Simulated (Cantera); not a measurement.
Feed: 1 mol CH2F2, 0.031 mol CH4, held at 10.0 mbar.

Cantera equilibrium calculation (NASA polynomials, part measured and part estimated; ideal gas, pure solids and liquids). Candidate condensed phases: C, C6H6, C7H8, C8H18; 95 gas species. Equilibrium is a limit: real reactors are often held back by kinetics, nucleation or transport.

Task: What share of the C ends up in condensed phases as a function of T (K), at 2175, 2325, 2475, 2625, 2775, 2925, 3075, 3225?

Result: 
```json
[
 {"T (K)": "2175", "C condensed (%)": "100.0", "as": "C(graphite)"},
 {"T (K)": "2325", "C condensed (%)": "99.9", "as": "C(graphite)"},
 {"T (K)": "2475", "C condensed (%)": "99.9", "as": "C(graphite)"},
 {"T (K)": "2625", "C condensed (%)": "99.5", "as": "C(graphite)"},
 {"T (K)": "2775", "C condensed (%)": "97.6", "as": "C(graphite)"},
 {"T (K)": "2925", "C condensed (%)": "87.4", "as": "C(graphite)"},
 {"T (K)": "3075", "C condensed (%)": "33.1", "as": "C(graphite)"},
 {"T (K)": "3225", "C condensed (%)": "0.0", "as": "-"}
]
```
